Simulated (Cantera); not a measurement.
**Low-pressure radical oxidation in H2/O2**

An isothermal, constant-pressure homogeneous reactor starts with 0.833 % H₂, 39.7 % O₂, 59.5 % N₂, at 1275 K and 420 Pa.

Cantera simulation using the H2/O2 subset of GRI-Mech 3.0, which has no nitrogen chemistry; the numbers are that mechanism's predictions, not measurements. Radical loss at walls, strong at low pressure, is not modelled.

```csv
t (s),x H₂,x O₂,x H₂O₂,x H₂O,x H,x HO₂,x OH
3.00e-5,0.00833,0.397,<1e-12,<1e-12,1.03e-10,1.09e-10,6.45e-12
8.77e-5,0.00833,0.397,<1e-12,1.37e-12,2.69e-10,3.18e-10,5.05e-11
0.000256,0.00833,0.397,<1e-12,2.89e-11,6.03e-10,9.31e-10,3.45e-10
0.000750,0.00833,0.397,<1e-12,4.95e-10,1.17e-9,2.72e-9,1.86e-9
0.00219,0.00833,0.397,3.28e-12,7.42e-9,3.28e-9,7.96e-9,9.80e-9
0.00641,0.00833,0.397,2.57e-11,2.06e-7,3.87e-8,2.33e-8,1.42e-7
0.0187,0.00803,0.396,3.32e-10,0.000216,3.62e-5,1.34e-7,0.000131
0.0548,7.06e-5,0.389,4.03e-9,0.00756,0.000600,1.62e-7,0.000802
0.160,6.46e-5,0.389,3.89e-9,0.00760,0.000563,1.59e-7,0.000776
0.468,5.90e-5,0.390,3.85e-9,0.00766,0.000488,1.53e-7,0.000742
1.37,4.60e-5,0.391,3.70e-9,0.00780,0.000331,1.38e-7,0.000657
4.00,2.50e-5,0.392,3.20e-9,0.00802,0.000129,1.04e-7,0.000485
11.7,7.70e-6,0.394,2.08e-9,0.00821,2.16e-5,5.53e-8,0.000270
34.2,1.48e-6,0.394,8.34e-10,0.00830,1.81e-6,1.91e-8,0.000118
100,2.51e-7,0.394,2.25e-10,0.00834,1.26e-7,5.37e-9,4.88e-5
```
x: mole fraction; the columns are a selection and need not sum to one.

Equilibrium at this temperature and pressure: H₂ 1.14e-8, O₂ 0.394, H₂O₂ 1.53e-11, H₂O 0.00836, H 1.22e-9, HO₂ 3.47e-9, OH 1.04e-5 (gas phase only).
